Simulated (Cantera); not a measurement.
A Cantera script and what it prints.

```python
import numpy as np
import cantera as ct

gas_names = """
    CL CL2 H HCL H2 Si SiCL SiCL2 SiCL3 SiCL4 SiH SiHCL3 SiH2 SiH2CL2 SiH3 SiH3CL SiH4 Si2 Si3
""".split()
cond_names = """
    Si(cr) Si(L)
""".split()


# ... load() reads the species with a 1 bar reference pressure and builds the phases ...
atoms = {
    'Si': {'Si': 1},
    'HCl': {'H': 1, 'CL': 1},
    'H2': {'H': 2},
}
top_T = {}  # K; cautious upper limits of use, not melting points


# ... equilibrate(T, P, feed) seeds the gas with the atoms and calls Mixture.equilibrate('TP', solver="vcs", rtol=1e-11, max_steps=5000) ...
results = []
T = 1425  # K
P = 470000  # Pa
for m in [0.51, 0.7, 0.97, 1.3, 1.8, 2.5, 3.4, 4.7, 6.4, 8.8, 12, 17]:
    feed = {'Si': 1, 'HCl': 0.57, 'H2': m}  # mol
    mix = equilibrate(T, P, feed)
    results.append((T, P, feed, dict(zip(mix.species_names, mix.species_moles))))

top = {s: max(r[3][s] / sum(r[3][g] for g in gas_names) for r in results) for s in gas_names}
cols = sorted((s for s in top if top[s] > 0.0001), key=lambda s: -top[s])[:5]
seen = [c for c in cond_names if any(r[3].get(c, 0) > 1e-12 for r in results)]
print("log10 of partial pressures in bar; condensed amounts in mol")
print(f"{'n(H2)':>10s}" + "".join(f"{s[:9]:>10s}" for s in cols + seen))
for T, P, feed, n in results:
    ng = sum(n[g] for g in gas_names)
    print(f"{feed['H2']:10.4g}" + "".join(f"{np.log10(max(n[s] / ng * P / 1e5, 1e-99)):10.3f}" for s in cols)
          + "".join(f"{n.get(c, 0):10.4g}" for c in seen))
```

It prints:

```
log10 of partial pressures in bar; condensed amounts in mol
     n(H2)        H2       HCL     SiCL4    SiHCL3     SiCL2    Si(cr)
      0.51     0.553    -0.433    -0.527    -0.648    -0.939    0.8456
       0.7     0.571    -0.451    -0.638    -0.722    -0.994    0.8473
      0.97     0.588    -0.476    -0.769    -0.812    -1.060    0.8499
       1.3     0.601    -0.502    -0.903    -0.906    -1.126     0.853
       1.8     0.614    -0.537    -1.069    -1.023    -1.209    0.8576
       2.5     0.625    -0.579    -1.256    -1.158    -1.303    0.8637
       3.4     0.634    -0.623    -1.449    -1.299    -1.400    0.8711
       4.7     0.642    -0.675    -1.675    -1.465    -1.513    0.8806
       6.4     0.647    -0.732    -1.915    -1.641    -1.632    0.8915
       8.8     0.653    -0.799    -2.190    -1.845    -1.770    0.9042
        12     0.657    -0.871    -2.489    -2.068    -1.920    0.9178
        17     0.660    -0.964    -2.867    -2.350    -2.109    0.9334
```

Cantera equilibrium calculation (NASA polynomials, part measured and part estimated; ideal gas, pure solids and liquids). The tables' values for SiCl3 are old estimates; treat these amounts as uncertain.
